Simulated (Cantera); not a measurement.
An isothermal, constant-pressure homogeneous reactor starts with H₂ : O₂ : N₂ = 1.6 : 1 : 6.3 (molar parts), at 1223 K and 11000 Pa.

Model: GRI-Mech 3.0 (53 species, 325 reactions), integrated in Cantera. The temperature is held fixed by assumption; the heat of reaction is taken as removed at once.

One state of this run: x H₂ = 0.0197; x O₂ = 0.0405; x H₂O₂ = 4.98e-7; x OH = 0.00378; x O = 0.0106. x: mole fraction; the columns are a selection and need not sum to one.

Which value of t (s) does it belong to?
A) 0.00602
B) 0.00115
C) 0.0138
D) 0.0316

B, 0.00115
